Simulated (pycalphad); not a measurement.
An equivalent pycalphad script:

```python
from pycalphad import Database, equilibrium, calculate, variables as v
import numpy as np
db = Database('COST507.tdb')
comps = ['SN', 'SI', 'VA']
phases = ['BCT_A5', 'DIAMOND_A4', 'LIQUID']
eq = equilibrium(db, comps, phases, {v.X('SI'): 0.1485, v.T: np.arange(1400, 499, -20), v.P: 101325, v.N: 1}, output=['HM', 'SM'])
```

All values are pycalphad results on the COST 507 light-alloy database (1999) (1 atm), not direct measurements. These are 1990s assessments: newer ones move some temperatures and phases. Phase fractions are per mole of atoms.

Results at three of the temperatures:

```
T = 1200.00 K, P = 101325 Pa, N = 1 mol of atoms
G = -85440 J/mol, H = 32507 J/mol, S = 98.29 J/(mol K)  (SER reference)
chemical potentials (J/mol): Sn -93304, Si -40347
phase             fraction      x(Sn)      x(Si)
LIQUID              0.8674     0.9817     0.0183
DIAMOND_A4          0.1326   3.92e-07     1.0000
```

```
T = 1120.00 K, P = 101325 Pa, N = 1 mol of atoms
G = -77674 J/mol, H = 29688 J/mol, S = 95.86 J/(mol K)  (SER reference)
chemical potentials (J/mol): Sn -84900, Si -36244
phase             fraction      x(Sn)      x(Si)
LIQUID              0.8601     0.9900     0.0100
DIAMOND_A4          0.1399   4.14e-07     1.0000
```

```
T = 820.00 K, P = 101325 Pa, N = 1 mol of atoms
G = -50288 J/mol, H = 20624 J/mol, S = 86.48 J/(mol K)  (SER reference)
chemical potentials (J/mol): Sn -55167, Si -22313
phase             fraction      x(Sn)      x(Si)
LIQUID              0.8519     0.9996   0.000442
DIAMOND_A4          0.1481   4.28e-07     1.0000
```

Changes of the phase set, refined by bisection:

| T (°C) | phases above | phases below |
|---|---|---|
| 231.9 | DIAMOND_A4 + LIQUID | BCT_A5 + DIAMOND_A4 |

DIAMOND_A4 is diamond (Si); BCT_A5 is bct (Sn).
